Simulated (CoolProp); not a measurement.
n-decane along the isobar 120 bar: density (kg/m³) from the reference equation and from simpler models built on Tc = 617.7 K, pc = 21.01 bar, ω = 0.488; each cubic takes its own stable root.

Model: reference Helmholtz-energy equation of state, Lemmon 2006, in CoolProp. It is a short technical equation, of lower accuracy than the large ones.

```csv
T (K),phase,reference
312.6,liquid,725.1
331.8,liquid,711.3
351,liquid,697.5
370.2,liquid,683.7
389.3,liquid,669.9
408.5,liquid,655.9
427.7,liquid,641.8
446.9,liquid,627.5
466.1,liquid,613.0
485.3,liquid,598.3
504.4,liquid,583.4
523.6,liquid,568.1
542.8,liquid,552.5
562,liquid,536.5
581.2,liquid,520.2
```

Question: How far does each simpler model (Redlich-Kwong, Soave-Redlich-Kwong, Peng-Robinson) lie from the reference over these 15 states: mean and median of the absolute difference, and the worst?

Answer: 
- Redlich-Kwong: mean 17.3 %, median 17.4 %, worst -19.7 % at 312.6 K and 120 bar
- Soave-Redlich-Kwong: mean 14.4 %, median 14.0 %, worst -17.1 % at 312.6 K and 120 bar
- Peng-Robinson: mean 4.1 %, median 3.4 %, worst -7.2 % at 312.6 K and 120 bar
